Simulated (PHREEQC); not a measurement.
Dissolve 0.27 mol NH4F, 0.00084 mol H2SiF6 and 0.39 mol H3PO4 per kg of water at 72 °C. Closed to the air; pH follows from the charge balance.

Equilibrium calculation in PHREEQC: ion-association model, wateq4f.dat.

Precipitation was switched off in this run.

Order these F species by the share of F that they hold, largest first: HF, F-, HF2-, H2F2, SiF6-2.

HF (68 %), HF2- (12 %), H2F2 (11 %), F- (7.2 %), SiF6-2 (1.8 %)

The pH is 2.39 and the ionic strength 0.276 mol/kgw. wateq4f.dat counts part of the HF as a dimer, H2F2, which phreeqc.dat doesn't know; its constant is uncertain. H3PO4, which wateq4f.dat lacks, is added to it with the constant of phreeqc.dat. At this temperature some constants are extrapolated from 25 °C, and those without enthalpy data are left unchanged. SiF6-2 is the database's only silicon fluoride.
